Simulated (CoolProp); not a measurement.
Sulfur dioxide at several states: density (kg/m³) from the reference equation and from simpler models built on Tc = 430.6 K, pc = 78.87 bar, ω = 0.256; each cubic takes its own stable root.

Model: reference Helmholtz-energy equation of state, Gao 2016, in CoolProp.

```tsv
T (K)	p (bar)	phase	reference
488.8	0.233	gas	0.3675
461.8	14	gas	24.58
334	23.1	liquid	1263
444.3	121	supercritical	773.9
383.7	11.2	gas	24.41
```

Task: How far does each simpler model (van der Waals, Redlich-Kwong, Peng-Robinson) lie from the reference over these 5 states: mean and median of the absolute difference, and the worst?

Result: 
- van der Waals: mean 24.7 %, median 2.1 %, worst -94.8 % at 334 K and 23.1 bar
- Redlich-Kwong: mean 6.4 %, median 0.8 %, worst -15.7 % at 444.3 K and 121 bar
- Peng-Robinson: mean 2.5 %, median 0.6 %, worst -11.0 % at 444.3 K and 121 bar

At some of these states van der Waals gives the other phase, because its saturation line lies elsewhere.
